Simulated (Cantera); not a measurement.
A closed system holds: 1 mol SiC, 1.2 mol H2, 0.021 mol C, equilibrated at 1852 °C and 3.90 bar.

Method: chemical equilibrium by Gibbs-energy minimisation in Cantera with the NASA 1993 tables (ideal gas, pure condensed phases). Candidate condensed phases: C, C6H6, C7H8, C8H18, Si, SiC; 87 gas species. Gases not in the tables: Si2H6 and higher silanes. Equilibrium is a limit: real reactors are often held back by kinetics, nucleation or transport.

Base state: H2 0.995, H 0.00183, C2H2 (acetylene) 0.00167, CH4 0.00120, CH3 4.30e-5, C2H4 2.26e-5, SiH2 1.75e-5 (mole fractions); condensed: C(graphite) + SiC(s).

### Question
What changes in the equilibrium state with this change: pressure from 3.90 bar to 1 atm?

### Answer
```tsv
species	before	after
H2	0.995	0.994
H	0.00183	0.00360
C2H2 (acetylene)	0.00167	0.00167
CH4	0.00120	0.000312
SiH2	1.75e-5	1.74e-5
C2H4	2.26e-5	5.86e-6
Si	3.77e-6	1.45e-5
CH3	4.30e-5	2.19e-5
C(graphite), mol	0.0155	0.0166
SiC(s), mol	1.000	1.000
```

### Question
What changes in the equilibrium state with this change: temperature from 1852 °C to 2400 °C?

### Answer
```csv
species,before,after
H2,0.995,0.959
H,0.00183,0.0254
C2H2 (acetylene),0.00167,0.0102
Si,3.77e-6,0.00203
Si2,4.39e-9,3.43e-5
Si2C,1.69e-7,0.000440
SiC2,2.69e-7,0.000415
C2H,8.58e-8,2.72e-5
"C(graphite), mol",0.0155,0
"SiC(s), mol",1.000,0.994
```

### Question
What changes in the equilibrium state with this change: C from 0.021 to 0.0035 mol?

### Answer
```tsv
species	before	after
H2	0.995	0.996
H	0.00183	0.00184
C2H2 (acetylene)	0.00167	0.000982
CH4	0.00120	0.000923
SiH2	1.75e-5	2.28e-5
C2H4	2.26e-5	1.33e-5
CH3	4.30e-5	3.30e-5
C(graphite), mol	0.0155	0
SiC(s), mol	1.000	1.000
```
